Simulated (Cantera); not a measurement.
Mixture: H₂ : O₂ : N₂ = 1 : 0.581 : 2.19 (molar parts), at 15.0 bar, adiabatic and at constant pressure. Ignition delay is the time to a rise of 400 K.

Cantera simulation using the H2/O2 subset of GRI-Mech 3.0, which has no nitrogen chemistry; the numbers are that mechanism's predictions, not measurements. The hydrogen kinetics of GRI-Mech 3.0 are dated; newer H2 mechanisms differ, most at raised pressure. The pressure lies above the range GRI-Mech 3.0 was tuned for (to about 10 atm). Below about 950 K walls govern HO2 and H2O2 in real vessels.

```csv
quantity,before,after
delay at 850 K,0.408 s,0.311 s
delay at 900 K,94.4 ms,72.4 ms
delay at 950 K,25.5 ms,19.8 ms
delay at 1000 K,7.78 ms,6.09 ms
delay at 1050 K,2.58 ms,2.05 ms
delay at 1100 K,0.904 ms,0.732 ms
apparent activation energy between 1000 and 1100 K,200 kJ/mol,190 kJ/mol
```

Problem. Name the change that produced these shifts.
A. H2 1 to 1.7 parts
B. pressure from 15.0 bar to 5.00 bar
C. H2 1 to 0.41 parts
D. constant volume in place of constant pressure

Solution. A, H2 1 to 1.7 parts
